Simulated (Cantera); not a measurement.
Ignition delay

Mixture: 11.8 % H₂, 14.0 % O₂, 52.9 % N₂, 21.3 % H₂O, at 1000000 Pa, adiabatic and at constant pressure. Ignition delay is the time to a rise of 400 K.

Model: the H2/O2 subset of GRI-Mech 3.0, which has no nitrogen chemistry, integrated in Cantera. The hydrogen kinetics of GRI-Mech 3.0 are dated; newer H2 mechanisms differ, most at raised pressure. Below about 950 K walls govern HO2 and H2O2 in real vessels.

```tsv
T0 (K)	delay (ms)
900	198
950	55.6
1000	17.9
1050	6.44
1100	2.52
1150	1.05
1200	0.452
1250	0.199
```

* **apparent activation energy between 1150 and 1250 K**: 200 kJ/mol
